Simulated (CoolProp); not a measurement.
A simple Rankine cycle with n-hexane: condensing at 305.15 K, boiler at 0.23 MPa, turbine inlet 410.5 K, turbine efficiency 0.7, pump efficiency 0.6, no recuperator. Each further row changes one setting.

Values from CoolProp's reference Helmholtz-energy equation of state, Thol 2019.

| case | thermal efficiency (%) | net work (kJ/kg) | heat in (kJ/kg) | turbine exit temperature (K) | volume ratio over the turbine |
|---|---|---|---|---|---|
| as stated | 9.7 | ___ | 558 | ___ | 8.30 |
| turbine inlet 430.5 K | 9.5 | 57.3 | 604 | 401.4 | 8.26 |
| condensing temperature 297.15 K | 10.8 | 62.5 | 577 | ___ | 11.5 |
| boiler pressure 0.161 MPa | 8.2 | ___ | 561 | 386.5 | 5.78 |
| turbine efficiency 0.6 | 8.3 | 46.4 | 558 | 385.0 | 8.38 |

**Question.** Complete the blanks.

**Answer.** 
- as stated, net work (kJ/kg): 54.2
- as stated, turbine exit temperature (K): 381.2
- condensing temperature 297.15 K, turbine exit temperature (K): 376.9
- boiler pressure 0.161 MPa, net work (kJ/kg): 46.0
